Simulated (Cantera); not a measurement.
Feed: 1 mol Fe₂O₃, 0.67 mol O₂, 1.8 mol N₂, equilibrated at 6.30 bar.

Equilibrium computed with Cantera from the NASA thermochemical tables; the gas is ideal and each condensed phase is pure. Candidate condensed phases: Fe, FeO, Fe₂O₃, Fe₃O₄; 11 gas species. Kinetics and transport are ignored.

Question: Which condensed phases are stable at each of these points (T (°C)): 327, 527, 727, 927, 1127, 1327, 1527?

Answer: 
```json
[
 {"T (°C)": "327", "condensed phases": "Fe₂O₃(s)", "Fe condensed (%)": "100.0"},
 {"T (°C)": "527", "condensed phases": "Fe₂O₃(s)", "Fe condensed (%)": "100.0"},
 {"T (°C)": "727", "condensed phases": "Fe₂O₃(s)", "Fe condensed (%)": "100.0"},
 {"T (°C)": "927", "condensed phases": "Fe₂O₃(s)", "Fe condensed (%)": "100.0"},
 {"T (°C)": "1127", "condensed phases": "Fe₂O₃(s)", "Fe condensed (%)": "100.0"},
 {"T (°C)": "1327", "condensed phases": "Fe₂O₃(s)", "Fe condensed (%)": "100.0"},
 {"T (°C)": "1527", "condensed phases": "Fe₃O₄(s)", "Fe condensed (%)": "100.0"}
]
```

From 327 °C to 1327 °C the condensed part is Fe₂O₃(s). At 1527 °C the condensed part is Fe₃O₄(s).
